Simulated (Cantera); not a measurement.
Cantera run:

```python
import numpy as np
import cantera as ct

gas_names = [...]  # 136 gases of nasa_gas.yaml made of C, H, N, O
cond_names = """
    C(gr) C6H6(L) C7H8(L) C8H18(L),n-octa H2O(s) H2O(L)
""".split()


# ... load() reads the species with a 1 bar reference pressure and builds the phases ...
atoms = {
    'CH4': {'C': 1, 'H': 4},
    'H2O': {'H': 2, 'O': 1},
    'N2': {'N': 2},
}
top_T = {'C(gr)': 4500}  # K; cautious upper limits of use, not melting points


# ... equilibrate(T, P, feed) seeds the gas with the atoms and calls Mixture.equilibrate('TP', solver="vcs", rtol=1e-11, max_steps=5000) ...
results = []
feed = {'CH4': 1, 'H2O': 1.3, 'N2': 37}  # mol
T = 2750  # K
for P in [10, 100, 1000, 10000, 100000, 1000000, 10000000]:
    mix = equilibrate(T, P, feed)
    results.append((T, P, feed, dict(zip(mix.species_names, mix.species_moles))))
    x = sorted(zip(gas.X, gas.species_names), reverse=True)
    print(f"T = {T:g} K  P = {P:g} Pa  gas = {mix.phase_moles(0):.4g} mol")
    print("   x: " + "  ".join(f"{s} {v:.3e}" for v, s in x if v > 1e-06))
    print("   condensed (mol): " + ("  ".join(f"{mix.phase(i).name} {mix.phase_moles(i):.4g}"
          for i in range(1, mix.n_phases) if mix.phase_moles(i) > 1e-12) or "none"))
```

Result:

```
T = 2750 K  P = 10 Pa  gas = 44.88 mol
   x: N2 8.243e-01  H 1.461e-01  CO 2.228e-02  O 6.532e-03  H2 4.562e-04  N 2.181e-04  NO 1.124e-04  OH 3.223e-05  CO2 2.672e-06  O2 2.160e-06
   condensed (mol): none
T = 2750 K  P = 100 Pa  gas = 44.69 mol
   x: N2 8.277e-01  H 1.391e-01  CO 2.235e-02  O 6.010e-03  H2 4.133e-03  NO 3.276e-04  OH 2.822e-04  N 6.910e-05  H2O 3.123e-05  CO2 2.466e-05  O2 1.828e-05
   condensed (mol): none
T = 2750 K  P = 1000 Pa  gas = 43.75 mol
   x: N2 8.454e-01  H 1.026e-01  CO 2.271e-02  H2 2.248e-02  O 3.644e-03  OH 1.262e-03  H2O 1.030e-03  NO 6.349e-04  CO2 1.519e-04  O2 6.721e-05  N 2.209e-05
   condensed (mol): none
T = 2750 K  P = 10000 Pa  gas = 42.38 mol
   x: N2 8.729e-01  H2 4.893e-02  H 4.785e-02  CO 2.329e-02  H2O 4.431e-03  OH 1.164e-03  O 7.202e-04  NO 4.032e-04  CO2 3.080e-04  O2 2.626e-05  N 7.097e-06
   condensed (mol): none
T = 2750 K  P = 100000 Pa  gas = 41.68 mol
   x: N2 8.877e-01  H2 6.410e-02  CO 2.366e-02  H 1.732e-02  H2O 6.195e-03  OH 4.495e-04  CO2 3.339e-04  NO 1.372e-04  O 7.686e-05  O2 2.990e-06  N 2.263e-06
   condensed (mol): none
T = 2750 K  P = 1e+06 Pa  gas = 41.42 mol
   x: N2 8.932e-01  H2 7.002e-02  CO 2.381e-02  H2O 6.712e-03  H 5.724e-03  CO2 3.332e-04  OH 1.473e-04  NO 4.317e-05  O 7.624e-06  NH3 1.441e-06  HCN 1.078e-06
   condensed (mol): none
T = 2750 K  P = 1e+07 Pa  gas = 41.34 mol
   x: N2 8.950e-01  H2 7.198e-02  CO 2.384e-02  H2O 6.876e-03  H 1.835e-03  CO2 3.326e-04  OH 4.708e-05  NH3 1.503e-05  NO 1.362e-05  HCN 1.100e-05  HNC 1.672e-06  NH2 1.636e-06
   condensed (mol): none
```

Cantera equilibrium calculation (NASA polynomials, part measured and part estimated; ideal gas, pure solids and liquids). The ideal-gas law is rough above about 30 bar.
